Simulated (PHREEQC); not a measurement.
Hard or scaling water: speciation

Make-up at 25 °C: 0.00042 mol/kgw CaSO4 and 0.00014 mol/kgw NaHCO3. Closed to the air; pH follows from the charge balance.

The numbers come from PHREEQC with the ion-association model, phreeqc.dat.

No solid was allowed to form.

Task: What pH, specific conductance does the model give?

Result: pH 8.07; specific conductance 117 µS/cm.

Task: In which forms is Ca present?

Result: Ca+2 95 %, CaSO4 4.7 % of the Ca.
